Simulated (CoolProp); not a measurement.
A closed Brayton cycle with dry air: compressor inlet 333.15 K and 1.5 MPa, high pressure 3.97 MPa, turbine inlet 915 K, compressor efficiency 0.8, turbine efficiency 0.93, recuperator effectiveness 0.9 (on enthalpy, no pinch check). Each further row changes one setting.

Model: reference Helmholtz-energy equation of state, Lemmon 2000, in CoolProp. It is a pseudo-pure fit of the blend.

```tsv
case	thermal efficiency (%)	net work (kJ/kg)	compressor to turbine work	compressor exit (K)	turbine exit (K)
as stated	32.0	77.1	0.64	466.0	724.3
turbine inlet 865 K	29.1	65.4	0.67	466.0	683.1
compressor inlet 343.15 K	30.5	73.0	(withheld)	(withheld)	724.3
high pressure 3.37 MPa	32.9	(withheld)	0.61	(withheld)	753.6
recuperator effectiveness 0.5	22.1	77.1	0.64	466.0	724.3
```

Question: Fill in the missing entries.

Answer: 
- compressor inlet 343.15 K, compressor to turbine work: 0.66
- compressor inlet 343.15 K, compressor exit (K): 479.8
- high pressure 3.37 MPa, net work (kJ/kg): 70.5
- high pressure 3.37 MPa, compressor exit (K): 441.1
